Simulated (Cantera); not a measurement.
Input: 1 mol C2F6, 0.011 mol HCl, 2.7 mol H2, at 86000 Pa.

Cantera equilibrium calculation (NASA polynomials, part measured and part estimated; ideal gas, pure solids and liquids). Candidate condensed phases: C, C6H6, C7H8, C8H18; 118 gas species. The feed counts by its element totals alone. Gases not in the tables: C2F6 and larger saturated fluorocarbons. Equilibrium is a limit: real reactors are often held back by kinetics, nucleation or transport.

x: gas mole fraction; n: condensed amount in mol.

```tsv
T (K)	x HF	x F	x H	x CF2	x CF4	x CF	x C3	n C(graphite)
1248	0.971	5.33e-9	1.43e-10	8.09e-8	0.0270	<1e-12	<1e-12	1.85
1448	0.971	3.60e-7	4.97e-9	3.38e-6	0.0270	3.65e-11	<1e-12	1.85
1648	0.971	8.74e-6	7.43e-8	5.62e-5	0.0269	4.82e-9	<1e-12	1.85
1848	0.971	0.000106	6.29e-7	0.000499	0.0265	2.18e-7	<1e-12	1.85
2048	0.969	0.000785	3.58e-6	0.00279	0.0248	4.59e-6	1.02e-10	1.84
2248	0.963	___	___	___	___	___	___	1.83
2448	0.950	0.0130	6.11e-5	0.0241	0.00972	0.000361	2.53e-7	1.80
2648	0.934	0.0289	0.000245	0.0306	0.00210	0.00145	5.06e-6	1.80
2848	0.921	___	___	___	___	___	___	1.83
3048	0.906	0.0629	0.00376	0.0163	2.44e-5	0.00803	0.000600	1.84
3248	0.876	0.0781	0.0125	0.0102	2.64e-6	0.0145	0.00414	1.75
3448	0.801	0.0967	0.0332	0.00705	4.04e-7	0.0249	0.0226	1.23
```

Problem. Complete the blanks.

Solution. 
- 2248, x F: 0.00388
- 2248, x H: 1.57e-5
- 2248, x CF2: 0.0104
- 2248, x CF4: 0.0196
- 2248, x CF: 5.32e-5
- 2248, x C3: 7.27e-9
- 2848, x F: 0.0465
- 2848, x H: 0.000995
- 2848, x CF2: 0.0247
- 2848, x CF4: 0.000247
- 2848, x CF: 0.00386
- 2848, x C3: 6.56e-5
